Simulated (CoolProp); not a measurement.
A closed Brayton cycle with carbon dioxide: compressor inlet 330.15 K and 8.1 MPa, high pressure 20.6 MPa, turbine inlet 660 K, compressor efficiency 0.85, turbine efficiency 0.9, recuperator effectiveness 0.9 (on enthalpy, no pinch check). Each further row changes one setting.

The numbers come from the reference Helmholtz-energy equation of state, Span 1996 in CoolProp.

```tsv
case	thermal efficiency (%)	net work (kJ/kg)	compressor to turbine work	compressor exit (K)	turbine exit (K)
as stated	24.3	43.2	0.54	412.1	561.5
turbine inlet 610 K	20.8	34.0	0.60	412.1	515.2
compressor inlet 340.15 K	22.4	37.9	0.60	426.5	561.5
high pressure 17.5 MPa	24.2	38.4	0.52	397.3	578.5
recuperator effectiveness 0.5	17.5	43.2	0.54	412.1	561.5
```
